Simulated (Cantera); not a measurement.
Adiabatic ignition

An adiabatic, constant-volume homogeneous reactor starts with CH4 : O2 : N2 : H2O = 1 : 3.77 : 14.2 : 1.9 (molar parts), equivalence ratio 0.53, at 1673 K and 10.0 bar.

Model: GRI-Mech 3.0 (53 species, 325 reactions), integrated in Cantera.

| t (s) | T (K) | P (bar) | x CH4 | x O2 | x H2O | x HO2 | x NO | x C2H2 | x HCN |
|---|---|---|---|---|---|---|---|---|---|
| 6.00e-6 | 1673 | 10.00 | 0.0478 | 0.181 | 0.0911 | 8.21e-6 | 2.10e-12 | 5.77e-10 | <1e-12 |
| 1.91e-5 | 1680 | 10.0 | 0.0459 | 0.180 | 0.0923 | 3.62e-5 | 3.69e-11 | 3.54e-7 | 3.22e-12 |
| 6.06e-5 | 2718 | 16.4 | <1e-12 | 0.0822 | 0.175 | 3.17e-5 | 0.000699 | <1e-12 | 2.76e-11 |
| 0.000192 | 2711 | 16.3 | <1e-12 | 0.0805 | 0.176 | 3.08e-5 | 0.00424 | <1e-12 | 3.74e-11 |
| 0.000612 | 2698 | 16.3 | <1e-12 | 0.0771 | 0.176 | 2.89e-5 | 0.0114 | <1e-12 | 5.24e-11 |
| 0.00194 | 2688 | 16.2 | <1e-12 | 0.0745 | 0.176 | 2.76e-5 | 0.0167 | <1e-12 | 6.05e-11 |
| 0.00617 | 2687 | 16.2 | <1e-12 | 0.0743 | 0.176 | 2.75e-5 | 0.0171 | <1e-12 | 6.10e-11 |
| 0.0196 | 2687 | 16.2 | <1e-12 | 0.0743 | 0.176 | 2.75e-5 | 0.0171 | <1e-12 | 6.10e-11 |
| 0.0623 | 2687 | 16.2 | <1e-12 | 0.0743 | 0.176 | 2.75e-5 | 0.0171 | <1e-12 | 6.10e-11 |
| 0.198 | 2687 | 16.2 | <1e-12 | 0.0743 | 0.176 | 2.75e-5 | 0.0171 | <1e-12 | 6.10e-11 |
| 0.629 | 2687 | 16.2 | <1e-12 | 0.0743 | 0.176 | 2.75e-5 | 0.0171 | <1e-12 | 6.10e-11 |
| 2.00 | 2687 | 16.2 | <1e-12 | 0.0743 | 0.176 | 2.75e-5 | 0.0171 | <1e-12 | 6.10e-11 |
x: mole fraction; the columns are a selection and need not sum to one.

* **time of steepest temperature rise**: 36.8 µs
* **temperature at 2.00 s**: 2687 K
* **equilibrium temperature**: 2687 K
* **x(CH4) at 2.00 s**: <1e-12 (gas-phase equilibrium <1e-12)
* **x(O2) at 2.00 s**: 0.0743 (gas-phase equilibrium 0.0743)
* **x(H2O) at 2.00 s**: 0.176 (gas-phase equilibrium 0.176)
